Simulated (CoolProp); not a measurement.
Vapour-liquid equilibrium of R113 (1) + benzene (2) at 0.128 MPa; x and y are mole fractions of (1).

Model: multi-fluid Helmholtz-energy mixture model, Marx 1992 and Thol 2012; pair parameters Bell 2016, in CoolProp.

Question: Give the bubble temperature and the first vapour's composition at x = 0.2, 0.5, 0.8. Is there an azeotrope?

Answer: x = 0.2: 346.1 K, y = 0.470; x = 0.5: 336.6 K, y = 0.722; x = 0.8: 331.0 K, y = 0.888. No azeotrope shows between x = 0.05 and 0.95.

The pair parameters rest on a limited set of measurements; away from them the model extrapolates.
